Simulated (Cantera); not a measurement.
A freely propagating, adiabatic, planar premixed flame of H2 : O2 : N2 : H2O = 1 : 0.5 : 1.3 : 0.49 (molar parts), unburnt at 498 K and 0.987 atm; mixture-averaged transport, grid criteria slope 0.08 and curve 0.16, no radiation.

Computed with Cantera and the H2/O2 subset of GRI-Mech 3.0, which has no nitrogen chemistry. Burning velocities carry a grid error of a few per cent, more on coarse grids.

**Question.** What does this change do: inlet temperature 498 to 425 K?

**Answer.** 
| quantity | before | after |
|---|---|---|
| laminar burning velocity | 539 cm/s | 406 cm/s |
| thermal thickness | 0.354 mm | 0.325 mm |
| peak x(H2O2) | 5.71e-5 | 8.48e-5 |
| peak x(HO2) | 0.000655 | 0.000710 |
| peak x(O) | 0.00970 | 0.00882 |

**Question.** What does this change do: inlet temperature 498 to 525 K?

**Answer.** 
| quantity | before | after |
|---|---|---|
| laminar burning velocity | 539 cm/s | 594 cm/s |
| thermal thickness | 0.354 mm | 0.364 mm |
| peak x(H2O2) | 5.71e-5 | 4.87e-5 |
| peak x(HO2) | 0.000655 | 0.000632 |
| peak x(O) | 0.00970 | 0.0100 |
